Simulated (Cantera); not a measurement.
Cantera run:

```python
import numpy as np
import cantera as ct

gas_names = """
    C CO COS CO2 CS CS2 C2 C2O C3 C3O2 C4 C5 Mg MgO MgS Mg2 O O2 O3 S SO SO2 SO3 S2 S2O S8
""".split()
cond_names = """
    C(gr) Mg(cr) Mg(L) MgCO3(s) MgO(s) MgO(L) MgS(s) MgSO4(s) MgSO4(L) S(cr1) S(cr2) S(L)
""".split()


def load(file, names, dense=False):
    # The tables refer to 1 bar. Condensed volumes are neglected.
    table = {s.name: s for s in ct.Species.list_from_file(file)}
    out = []
    for n in names:
        d = dict(table[n].input_data)
        d["thermo"] = dict(d["thermo"], **{"reference-pressure": 1e5})
        if dense:
            d["equation-of-state"] = {"model": "constant-volume", "density": "1e6 g/cm^3"}
        out.append(ct.Species.from_dict(d))
    return out


gas = ct.Solution(thermo="ideal-gas", species=load("nasa_gas.yaml", gas_names))
cond = {s.name: ct.Solution(thermo="fixed-stoichiometry", species=[s], name=s.name)
        for s in load("nasa_condensed.yaml", cond_names, dense=True)}
atoms = {
    'MgCO3': {'Mg': 1, 'C': 1, 'O': 3},
    'SO2': {'S': 1, 'O': 2},
    'O2': {'O': 2},
}
top_T = {'C(gr)': 4500, 'MgS(s)': 2250}  # K; cautious upper limits of use, not melting points


def equilibrate(T, P, feed):
    n = {}
    for name, mol in feed.items():
        for a, k in atoms[name].items():
            n[a] = n.get(a, 0.0) + k * mol
    gas.TPX = T, P, n
    mass = sum(n.values()) * gas.mean_molecular_weight
    gas.equilibrate("TP")
    valid = [c for c in cond.values() if c.min_temp <= T <= top_T.get(c.name, c.max_temp)]
    mix = ct.Mixture([(gas, mass / gas.mean_molecular_weight)] + [(c, 0.0) for c in valid])
    mix.T, mix.P = T, P
    mix.equilibrate("TP", solver="vcs", rtol=1e-11, max_steps=5000)
    return mix


results = []
feed = {'MgCO3': 1, 'SO2': 0.1, 'O2': 2.1}  # mol
T = 1225  # K
for P in [1000, 3500, 13000, 45000, 160000, 560000, 2000000]:
    mix = equilibrate(T, P, feed)
    results.append((T, P, feed, dict(zip(mix.species_names, mix.species_moles))))
    x = sorted(zip(gas.X, gas.species_names), reverse=True)
    print(f"T = {T:g} K  P = {P:g} Pa  gas = {mix.phase_moles(0):.4g} mol")
    print("   x: " + "  ".join(f"{s} {v:.3e}" for v, s in x if v > 1e-05))
    print("   condensed (mol): " + ("  ".join(f"{mix.phase(i).name} {mix.phase_moles(i):.4g}"
          for i in range(1, mix.n_phases) if mix.phase_moles(i) > 1e-12) or "none"))
```

Result:

```
T = 1225 K  P = 1000 Pa  gas = 3.199 mol
   x: O2 6.562e-01  CO2 3.126e-01  SO2 3.073e-02  SO3 5.251e-04
   condensed (mol): MgO(s) 1
T = 1225 K  P = 3500 Pa  gas = 3.198 mol
   x: O2 6.561e-01  CO2 3.127e-01  SO2 3.030e-02  SO3 9.685e-04
   condensed (mol): MgO(s) 1
T = 1225 K  P = 13000 Pa  gas = 3.197 mol
   x: O2 6.559e-01  CO2 3.128e-01  SO2 2.946e-02  SO3 1.815e-03
   condensed (mol): MgO(s) 1
T = 1225 K  P = 45000 Pa  gas = 3.195 mol
   x: O2 6.557e-01  CO2 3.130e-01  SO2 2.808e-02  SO3 3.218e-03
   condensed (mol): MgO(s) 1
T = 1225 K  P = 160000 Pa  gas = 3.083 mol
   x: O2 6.680e-01  CO2 3.243e-01  SO2 6.309e-03  SO3 1.376e-03
   condensed (mol): MgO(s) 0.9237  MgSO4(s) 0.0763
T = 1225 K  P = 560000 Pa  gas = 3.056 mol
   x: O2 6.714e-01  CO2 3.273e-01  SO2 9.611e-04  SO3 3.931e-04
   condensed (mol): MgO(s) 0.9041  MgSO4(s) 0.09586
T = 1225 K  P = 2e+06 Pa  gas = 3.051 mol
   x: O2 6.720e-01  CO2 3.278e-01  SO2 1.423e-04  SO3 1.101e-04
   condensed (mol): MgO(s) 0.9008  MgSO4(s) 0.09923
```

Cantera equilibrium calculation (NASA polynomials, part measured and part estimated; ideal gas, pure solids and liquids). Mutual solubility and eutectic melting of coexisting phases are not modelled.
